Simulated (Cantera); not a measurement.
Input (Python, Cantera) and output of one run.

```python
import numpy as np
import cantera as ct

gas_names = """
    CL CLO CL2 H HCL HOCL HO2 H2 H2O H2O2 Li LiCL LiH LiO LiOH Li2 Li2CL2 Li2O Li2O2 Li2O2H2 Li3CL3 O OH
    O2 O3
""".split()
cond_names = """
    H2O(s) H2O(L) Li(cr) Li(L) LiCL(s) LiCL(L) LiH(s) LiH(L) LiOH(s) LiOH(L) Li2O(s) Li2O(L)
""".split()


# ... load() reads the species with a 1 bar reference pressure and builds the phases ...
atoms = {
    'LiCl': {'Li': 1, 'CL': 1},
    'H2O': {'H': 2, 'O': 1},
    'H2': {'H': 2},
    'O2': {'O': 2},
}
top_T = {}  # K; cautious upper limits of use, not melting points


# ... equilibrate(T, P, feed) seeds the gas with the atoms and calls Mixture.equilibrate('TP', solver="vcs", rtol=1e-11, max_steps=5000) ...
results = []
feed = {'LiCl': 1, 'H2O': 11, 'H2': 0.29, 'O2': 1.2}  # mol
T = 1073  # K
for P in [0.1, 0.46, 2.2, 10, 46, 220, 1000, 4600, 22000, 100000]:
    mix = equilibrate(T, P, feed)
    results.append((T, P, feed, dict(zip(mix.species_names, mix.species_moles))))

top = {s: max(r[3][s] / sum(r[3][g] for g in gas_names) for r in results) for s in gas_names}
cols = sorted((s for s in top if top[s] > 1e-06), key=lambda s: -top[s])[:6]
seen = [c for c in cond_names if any(r[3].get(c, 0) > 1e-12 for r in results)]
print("log10 of partial pressures in bar; condensed amounts in mol")
print(f"{'P/Pa':>10s}" + "".join(f"{s[:9]:>10s}" for s in cols + seen))
for T, P, feed, n in results:
    ng = sum(n[g] for g in gas_names)
    print(f"{P:10.4g}" + "".join(f"{np.log10(max(n[s] / ng * P / 1e5, 1e-99)):10.3f}" for s in cols)
          + "".join(f"{n.get(c, 0):10.4g}" for c in seen))
```

Result:

```
log10 of partial pressures in bar; condensed amounts in mol
      P/Pa       H2O        O2      LiCL    Li2CL2    Li3CL3      LiOH   LiCL(L)
       0.1    -6.073    -7.102    -7.128   -11.129   -16.585    -9.280         0
      0.46    -5.410    -6.439    -6.466    -9.804   -14.598    -8.618         0
       2.2    -4.730    -5.760    -5.788    -8.447   -12.563    -7.939         0
        10    -4.073    -5.102    -5.136    -7.145   -10.609    -7.285         0
        46    -3.409    -4.438    -4.500    -5.871    -8.699    -6.635         0
       220    -2.726    -3.756    -3.907    -4.686    -6.921    -5.999         0
      1000    -2.064    -3.094    -3.427    -3.726    -5.481    -5.432         0
      4600    -1.395    -2.425    -3.053    -2.977    -4.358    -4.922    0.1194
   2.2e+04    -0.700    -1.730    -3.053    -2.977    -4.358    -4.592    0.8213
     1e+05    -0.040    -1.069    -3.053    -2.977    -4.358    -4.292    0.9605
```

Method: chemical equilibrium by Gibbs-energy minimisation in Cantera with the NASA 1993 tables (ideal gas, pure condensed phases).
